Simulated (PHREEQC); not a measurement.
Consider water at 25 °C with 0.0023 mol/kgw Cd(NO3)2. Closed to the air; pH follows from the charge balance.

Equilibrium calculation in PHREEQC: ion-association model, phreeqc.dat.

No solid was allowed to form.

Task: Predict the pH, specific conductance.

Result: pH 6.42; specific conductance 525 µS/cm.
